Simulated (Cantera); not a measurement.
Input: 1 mol H2S, 0.33 mol H2, 2 mol N2, 0.11 mol SO2, equilibrated at 2300 K and 7200 Torr.

Cantera equilibrium calculation (NASA polynomials, part measured and part estimated; ideal gas, pure solids and liquids). Candidate condensed phases: H2O, H2SO4, S; 35 gas species. Rates play no part.

Base state: N2 0.530, H2 0.223, S2 0.103, H2S 0.0643, H2O 0.0544, SH 0.0193, SO 0.00210, S 0.00182 (mole fractions); condensed: gas only.

### Question
What changes in the equilibrium state with this change: H2S replaced by HF?

### Answer
```json
[
 {"species": "N2", "before": "0.530", "after": "0.589"},
 {"species": "HF", "before": "0", "after": "0.294"},
 {"species": "H2O", "before": "0.0544", "after": "0.0511"},
 {"species": "H2", "before": "0.223", "after": "0.0410"},
 {"species": "S2", "before": "0.103", "after": "0.00872"},
 {"species": "H2S", "before": "0.0643", "after": "0.00345"},
 {"species": "SH", "before": "0.0193", "after": "0.00241"},
 {"species": "SO2", "before": "0.000671", "after": "0.00511"},
 {"species": "NO", "before": "4.58e-6", "after": "2.47e-5"},
 {"species": "S", "before": "0.00182", "after": "0.000530"},
 {"species": "SN", "before": "3.37e-5", "after": "1.04e-5"}
]
```

### Question
What changes in the equilibrium state with this change: pressure from 7200 Torr to 1 atm?

### Answer
```tsv
species	before	after
N2	0.530	0.517
H2	0.223	0.257
S2	0.103	0.113
H2S	0.0643	0.0252
SH	0.0193	0.0217
H2O	0.0544	0.0485
H	0.00148	0.00487
S	0.00182	0.00588
OH	5.80e-5	0.000148
SO	0.00210	0.00526
```
